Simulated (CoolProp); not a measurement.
A Linde-Hampson liquefier for oxygen: isothermal reversible compression at 230 K from 1 atm to 5 MPa, throttling to 1 atm, return gas leaving the recuperator 5 K below the feed. Each further row changes one setting.

The numbers come from the reference Helmholtz-energy equation of state, Schmidt 1985 in CoolProp.

```csv
case,liquid yield per pass,compression work (kJ/kg of gas)
as stated,0.046,228
high pressure 10 MPa,0.111,264
warm-end temperature 260 K,0.031,260
warm-end gap 10 K,0.033,228
```
